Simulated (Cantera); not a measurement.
Feed: 1 mol CaO, 3.8 mol Cl₂, 0.5 mol N₂, 2 mol HCl, at 1823 K and 0.0280 bar.

These are equilibrium values from Cantera (NASA tables, ideal gas, pure condensed phases), not measurements of a reactor. Candidate condensed phases: Ca, CaCl₂, CaO, Ca(OH)₂, H₂O, NH₄Cl; 36 gas species. Kinetics and transport are ignored.

Base state: Cl 0.503, HCl 0.219, CaCl₂ 0.110, Cl₂ 0.0573, N₂ 0.0548, O₂ 0.0542, NO 0.000601, H₂O 0.000434 (mole fractions); condensed: gas only.

What changes in the equilibrium state with this change: temperature from 1823 K to 1123.15 K?


```json
[
 {"species": "Cl₂", "before": "0.0573", "after": "0.479"},
 {"species": "HCl", "before": "0.219", "after": "0.340"},
 {"species": "N₂", "before": "0.0548", "after": "0.0859"},
 {"species": "Cl", "before": "0.503", "after": "0.00830"},
 {"species": "CaCl₂", "before": "0.110", "after": "3.72e-5"},
 {"species": "O₂", "before": "0.0542", "after": "0.0850"},
 {"species": "O", "before": "0.000210", "after": "7.69e-9"},
 {"species": "OH", "before": "9.09e-5", "after": "2.58e-7"},
 {"species": "NO", "before": "0.000601", "after": "2.19e-5"},
 {"species": "CaCl₂(l), mol", "before": "0", "after": "1.000"}
]
```
Condensed phases not in the tables: oxide chlorides.

What changes in the equilibrium state with this change: Cl₂ from 3.8 to 1.3 mol?


```tsv
species	before	after
HCl	0.219	0.394
CaCl₂	0.110	0.216
Cl	0.503	0.158
H₂O	0.000434	0.0191
Cl₂	0.0573	0.00562
N₂	0.0548	0.108
O₂	0.0542	0.0975
H₂	7.42e-7	2.44e-5
OH	9.09e-5	0.000699
H	2.23e-6	1.28e-5
ClO	0.000342	0.000144
NO	0.000601	0.00113
```
